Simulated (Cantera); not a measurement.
# Equilibrium for abatement and gas-phase synthesis: HI + O2

Charge: 1 mol HI, 0.46 mol O2, equilibrated at 100000 Pa.

These are equilibrium values from Cantera (NASA tables, ideal gas, pure condensed phases), not measurements of a reactor. Candidate condensed phases: H2O, I2; 12 gas species. The numbers say what is thermodynamically allowed, not how fast it happens.

From 675 °C to 1125 °C nothing is condensed.

| T (°C) | log p H2O | log p I2 | log p I | log p O2 | log p HI | log p OH | log p H2 | log p O |
|---|---|---|---|---|---|---|---|---|
| 675 | -0.39 | -0.40 | -1.68 | -0.77 | -4.84 | -7.12 | -10.77 | -10.91 |
| 750 | -0.39 | -0.42 | -1.37 | -0.77 | -4.37 | -6.47 | -9.78 | -9.89 |
| 825 | -0.40 | -0.44 | -1.12 | -0.78 | -3.98 | -5.91 | -8.91 | -9.01 |
| 900 | -0.41 | -0.49 | -0.91 | -0.79 | -3.65 | -5.42 | -8.16 | -8.25 |
| 975 | -0.43 | -0.55 | -0.73 | -0.80 | -3.37 | -5.00 | -7.50 | -7.58 |
| 1050 | -0.44 | -0.64 | -0.59 | -0.82 | -3.14 | -4.62 | -6.92 | -6.99 |
| 1125 | -0.46 | -0.75 | -0.48 | -0.84 | -2.95 | -4.29 | -6.40 | -6.46 |
log p: log10 of the partial pressure in bar; nothing condenses.
